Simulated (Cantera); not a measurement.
A Cantera script and what it prints.

```python
import numpy as np
import cantera as ct

gas_names = """
    Br Br2 H HBr HO2 H2 H2O H2O2 O OH O2 O3
""".split()
cond_names = """
    Br2(cr) Br2(L) H2O(s) H2O(L)
""".split()


# ... load() reads the species with a 1 bar reference pressure and builds the phases ...
atoms = {
    'HBr': {'H': 1, 'Br': 1},
    'H2': {'H': 2},
    'O2': {'O': 2},
}
top_T = {}  # K; cautious upper limits of use, not melting points


# ... equilibrate(T, P, feed) seeds the gas with the atoms and calls Mixture.equilibrate('TP', solver="vcs", rtol=1e-11, max_steps=5000) ...
results = []
feed = {'HBr': 1, 'H2': 1.5, 'O2': 0.046}  # mol
T = 2450  # K
P = 100000  # Pa
mix = equilibrate(T, P, feed)
results.append((T, P, feed, dict(zip(mix.species_names, mix.species_moles))))
print(gas.report(threshold=1e-06))
for i in range(1, mix.n_phases):
    print(f"{mix.phase(i).name:16s} {mix.phase_moles(i):12.5e} mol")
```

Output:

```
       temperature   2450 K
          pressure   1e+05 Pa
           density   0.15919 kg/m^3
  mean mol. weight   32.427 kg/kmol
   phase of matter   gas

                          1 kg             1 kmol
                     ---------------   ---------------
          enthalpy        1.9241e+06        6.2394e+07  J
   internal energy        1.2959e+06        4.2023e+07  J
           entropy            7079.9        2.2958e+05  J/K
    Gibbs function       -1.5422e+07       -5.0007e+08  J
 heat capacity c_p            1089.1             35317  J/K
 heat capacity c_v            832.71             27002  J/K

                      mass frac. Y      mole frac. X     chem. pot. / RT
                     ---------------   ---------------   ---------------
                Br           0.21263          0.086292           -21.135
               Br2        0.00078109        0.00015849           -42.269
                 H        0.00047166          0.015173           -10.354
               HBr           0.73125           0.29306           -31.488
                H2          0.035461           0.57039           -20.708
               H2O          0.019303          0.034746           -43.631
                 O        1.5732e-06        3.1886e-06           -22.923
                OH        9.4733e-05        0.00018062           -33.277
     [   +4 minor]        7.9173e-08        8.0227e-08

Br2(L)            0.00000e+00 mol
```

Cantera equilibrium calculation (NASA polynomials, part measured and part estimated; ideal gas, pure solids and liquids).
